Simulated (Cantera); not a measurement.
What does this Cantera script print?

```python
import numpy as np
import cantera as ct

gas = ct.Solution("SiF4_NH3_mec.yaml", "gas")
gas.TPX = 2325, 100000, {'NH3': 1, 'N2': 0.14}
reactor = ct.IdealGasConstPressureReactor(gas, energy="off", clone=False)
net = ct.ReactorNet([reactor])
net.rtol, net.atol = 1e-08, 1e-18
show = ['NH3', 'H2', 'N', 'NH', 'NH2', 'N2']
times = np.geomspace(1e-05, 40, 12)

steps = ct.SolutionArray(gas, extra=["t"])
rows = []
print(f"{'t/s':>10s}{'T/K':>9s}{'P/Pa':>11s}" + "".join(f"{s:>11s}" for s in show))
for t in times:
    while net.time < t:
        t_next = net.step()
        steps.append(gas.state, t=t_next)
    rows.append([np.interp(t, steps.t, y) for y in (steps.T, steps.P, *steps(*show).X.T)])
    print(f"{t:10.3e}{rows[-1][0]:9.1f}{rows[-1][1]:11.4g}" + "".join(f"{x:11.3e}" for x in rows[-1][2:]))
rate = np.gradient(steps.T, steps.t)
print("integrator steps:", len(steps.t))
if steps.T.max() > steps.T[0] + 200:
    print(f"time of steepest temperature rise: {steps.t[rate.argmax()]:.4e} s")
gas.TPX = 2325, 100000, {'NH3': 1, 'N2': 0.14}
gas.equilibrate("TP")
print(f"equilibrium (TP): T = {gas.T:.1f} K  " + "  ".join(f"{s} {gas[s].X[0]:.3e}" for s in show))
```

It prints:

```
       t/s      T/K       P/Pa        NH3         H2          N         NH        NH2         N2
 1.000e-05   2325.0      1e+05  8.714e-01  2.310e-03  1.063e-07  2.869e-05  3.455e-03  1.227e-01
 3.983e-05   2325.0      1e+05  8.513e-01  1.695e-02  7.191e-07  6.763e-05  5.624e-03  1.259e-01
 1.586e-04   2325.0      1e+05  7.743e-01  7.896e-02  2.626e-06  8.452e-05  4.745e-03  1.416e-01
 6.318e-04   2325.0      1e+05  5.496e-01  2.591e-01  5.708e-06  9.504e-05  3.330e-03  1.872e-01
 2.516e-03   2325.0      1e+05  1.856e-01  5.504e-01  7.681e-06  7.447e-05  1.513e-03  2.610e-01
 1.002e-02   2325.0      1e+05  5.233e-03  6.919e-01  7.941e-06  2.273e-05  1.341e-04  2.971e-01
 3.991e-02   2325.0      1e+05  7.213e-05  6.930e-01  5.010e-07  8.636e-07  3.056e-06  2.977e-01
 1.590e-01   2325.0      1e+05  1.376e-05  6.931e-01  9.578e-08  1.650e-07  5.834e-07  2.977e-01
 6.331e-01   2325.0      1e+05  4.681e-06  6.931e-01  3.258e-08  5.612e-08  1.984e-07  2.977e-01
 2.522e+00   2325.0      1e+05  3.995e-06  6.931e-01  2.780e-08  4.789e-08  1.693e-07  2.977e-01
 1.004e+01   2325.0      1e+05  3.994e-06  6.931e-01  2.780e-08  4.789e-08  1.693e-07  2.977e-01
 4.000e+01   2325.0      1e+05  3.994e-06  6.931e-01  2.780e-08  4.789e-08  1.693e-07  2.977e-01
integrator steps: 1756
equilibrium (TP): T = 2325.0 K  NH3 3.994e-06  H2 6.931e-01  N 2.780e-08  NH 4.789e-08  NH2 1.693e-07  N2 2.977e-01
```

Computed with Cantera and the gas-phase N/H chemistry of the illustrative SiF4/NH3 mechanism in the Surface Chemkin manual (1991). Walls and surfaces, which speed up NH3 decomposition in real reactors, are not modelled.
